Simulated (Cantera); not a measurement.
What does this Cantera script print?

```python
import numpy as np
import cantera as ct

gas = ct.Solution("gri30.yaml")
gas.TPX = 548, 830000, {'C3H8': 1, 'O2': 5.21, 'N2': 18.2}
flame = ct.FreeFlame(gas, width=0.0091)
flame.set_refine_criteria(ratio=3, slope=0.08, curve=0.16)
flame.transport_model = "mixture-averaged"
flame.solve(loglevel=0, auto=True)
z, T = flame.grid, flame.T
thick = (T[-1] - T[0]) / np.gradient(T, z).max()
show = ['C3H8', 'O2', 'CH4', 'C2H', 'H2', 'HCO']
print(f"laminar burning velocity  {flame.velocity[0] * 100:.3f} cm/s")
print(f"burnt temperature         {T[-1]:.1f} K")
print(f"thermal thickness         {thick * 1e3:.4f} mm")
print(f"grid points               {len(z)}")
z0 = z[flame.heat_release_rate.argmax()]
print(f"{'z/mm':>9s}{'T/K':>9s}{'u/(m/s)':>9s}" + "".join(f"{s:>11s}" for s in show))
rows = []
for k in (-3, -2, -1.5, -1, -0.5, -0.25, 0, 0.25, 0.5, 1, 2, 4, 8):
    zz = z0 + k * thick
    rows.append([k * thick, np.interp(zz, z, T), np.interp(zz, z, flame.velocity),
                 *(np.interp(zz, z, flame.X[gas.species_index(s)]) for s in show)])
    print(f"{rows[-1][0] * 1e3:9.3f}{rows[-1][1]:9.1f}{rows[-1][2]:9.3f}" + "".join(f"{x:11.3e}" for x in rows[-1][3:]))
```

Result:

```
laminar burning velocity  83.448 cm/s
burnt temperature         2488.7 K
thermal thickness         0.0472 mm
grid points               155
     z/mm      T/K  u/(m/s)       C3H8         O2        CH4        C2H         H2        HCO
   -0.142    548.2    0.835  4.094e-02  2.133e-01  8.343e-07  3.297e-26  7.366e-04  7.713e-19
   -0.094    549.9    0.839  4.089e-02  2.128e-01  8.496e-06  1.070e-22  2.058e-03  8.564e-16
   -0.071    557.2    0.852  4.079e-02  2.117e-01  3.791e-05  4.219e-20  3.647e-03  2.446e-13
   -0.047    610.2    0.939  4.020e-02  2.056e-01  2.281e-04  1.264e-16  6.692e-03  2.092e-10
   -0.024    973.6    1.536  3.077e-02  1.669e-01  1.425e-03  3.320e-11  1.169e-02  3.579e-07
   -0.012   1400.9    2.272  1.236e-02  1.208e-01  2.611e-03  2.646e-08  1.428e-02  1.461e-05
    0.000   1837.1    3.036  4.027e-04  7.110e-02  1.704e-03  1.905e-06  1.392e-02  5.809e-05
    0.012   2051.2    3.384  2.770e-07  4.346e-02  2.183e-04  1.561e-06  1.015e-02  1.478e-05
    0.024   2144.1    3.516  3.614e-11  3.257e-02  1.264e-05  1.001e-07  8.121e-03  1.311e-06
    0.047   2249.8    3.659  2.710e-17  2.491e-02  5.119e-08  2.156e-10  6.986e-03  1.336e-07
    0.094   2353.1    3.801  1.523e-26  1.965e-02  4.423e-12  6.781e-15  5.555e-03  5.022e-08
    0.189   2430.1    3.906  1.183e-35  1.592e-02  1.059e-14  4.324e-19  4.028e-03  1.865e-08
    0.378   2472.4    3.963 -4.901e-39  1.370e-02  5.937e-16  7.596e-21  3.115e-03  9.003e-09
```

Detailed kinetics in Cantera: GRI-Mech 3.0 (53 species, 325 reactions). GRI-Mech 3.0 was tuned for natural gas; its chemistry of propane as a main component is partial and can be far from experiment. Burning velocities carry a grid error of a few per cent, more on coarse grids.
